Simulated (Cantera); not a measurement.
A freely propagating, adiabatic, planar premixed flame of CH₄ : C₂H₆ : O₂ : N₂ = 1 : 0.14 : 2.59 : 9.75 (molar parts), equivalence ratio 0.96, unburnt at 700 K and 1.30 bar; mixture-averaged transport, grid criteria slope 0.08 and curve 0.16, no radiation.

Detailed kinetics in Cantera: GRI-Mech 3.0 (53 species, 325 reactions). Burning velocities carry a grid error of a few per cent, more on coarse grids.

Problem. Predict: laminar burning velocity; thermal thickness; peak x(H₂); peak x(CH₂O); peak x(C₂H).

Solution. 
| Quantity | Value |
|---|---|
| laminar burning velocity | 168 cm/s |
| thermal thickness | 0.242 mm |
| peak x(H₂) | 0.0221 |
| peak x(CH₂O) | 0.00143 |
| peak x(C₂H) | 8.92e-7 |
